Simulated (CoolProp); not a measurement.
Vapour-liquid equilibrium of n-perfluorobutane (1) + R365MFC (2) at 39.85 °C; x and y are mole fractions of (1).

The numbers come from the multi-fluid Helmholtz-energy mixture model, Gao 2022 and Lemmon 2016; pair parameters Bell 2016 in CoolProp.

```json
[
 {"x": "0.05", "bubble pressure, mixture model (MPa)": "0.1667", "bubble pressure, Raoult's law (MPa)": "0.1160", "y, mixture model": "0.411", "y, Raoult's law": "0.181"},
 {"x": "0.125", "bubble pressure, mixture model (MPa)": "0.2353", "bubble pressure, Raoult's law (MPa)": "0.1400", "y, mixture model": "0.597", "y, Raoult's law": "0.374"},
 {"x": "0.2", "bubble pressure, mixture model (MPa)": "0.2788", "bubble pressure, Raoult's law (MPa)": "0.1639", "y, mixture model": "0.672", "y, Raoult's law": "0.512"},
 {"x": "0.275", "bubble pressure, mixture model (MPa)": "0.3071", "bubble pressure, Raoult's law (MPa)": "0.1879", "y, mixture model": "0.712", "y, Raoult's law": "0.614"},
 {"x": "0.35", "bubble pressure, mixture model (MPa)": "0.3267", "bubble pressure, Raoult's law (MPa)": "0.2118", "y, mixture model": "0.738", "y, Raoult's law": "0.693"},
 {"x": "0.425", "bubble pressure, mixture model (MPa)": "0.3415", "bubble pressure, Raoult's law (MPa)": "0.2357", "y, mixture model": "0.758", "y, Raoult's law": "0.756"},
 {"x": "0.5", "bubble pressure, mixture model (MPa)": "0.3540", "bubble pressure, Raoult's law (MPa)": "0.2597", "y, mixture model": "0.777", "y, Raoult's law": "0.807"},
 {"x": "0.575", "bubble pressure, mixture model (MPa)": "0.3654", "bubble pressure, Raoult's law (MPa)": "0.2836", "y, mixture model": "0.795", "y, Raoult's law": "0.850"},
 {"x": "0.65", "bubble pressure, mixture model (MPa)": "0.3765", "bubble pressure, Raoult's law (MPa)": "0.3076", "y, mixture model": "0.816", "y, Raoult's law": "0.886"},
 {"x": "0.725", "bubble pressure, mixture model (MPa)": "0.3874", "bubble pressure, Raoult's law (MPa)": "0.3315", "y, mixture model": "(withheld)", "y, Raoult's law": "0.917"},
 {"x": "0.8", "bubble pressure, mixture model (MPa)": "(withheld)", "bubble pressure, Raoult's law (MPa)": "0.3554", "y, mixture model": "0.872", "y, Raoult's law": "0.944"},
 {"x": "0.875", "bubble pressure, mixture model (MPa)": "0.4077", "bubble pressure, Raoult's law (MPa)": "0.3794", "y, mixture model": "0.910", "y, Raoult's law": "0.967"},
 {"x": "0.95", "bubble pressure, mixture model (MPa)": "(withheld)", "bubble pressure, Raoult's law (MPa)": "0.4033", "y, mixture model": "0.959", "y, Raoult's law": "0.988"}
]
```

Q: What belongs in the gaps?

A: 
- 0.725, y, mixture model: 0.841
- 0.8, bubble pressure, mixture model (MPa): 0.3980
- 0.95, bubble pressure, mixture model (MPa): 0.4156

The largest gap from Raoult's law is +70.1 % in bubble pressure, at x = 0.2. No azeotrope shows between x = 0.05 and 0.95.

The pair parameters rest on a limited set of measurements; away from them the model extrapolates. With so large a gap from Raoult's law the liquid may split in two, which this calculation doesn't test in full.
